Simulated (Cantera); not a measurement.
Feed: 1 mol SiC, 0.0052 mol Si, 0.15 mol N2, equilibrated at 2550 K.

Equilibrium computed with Cantera from the NASA thermochemical tables; the gas is ideal and each condensed phase is pure. Candidate condensed phases: C, Si, SiC, Si3N4; 20 gas species. The tables' values for SiN are old estimates; treat these amounts as uncertain. Kinetics and transport are ignored.

Question: At 100 Pa, list the 6 most abundant gas species with their mole fractions, and the condensed phases.

Answer: Si 0.635, SiC2 0.190, N2 0.133, Si2C 0.0356, CN 0.00179, Si2 0.00169. Condensed: C(graphite).
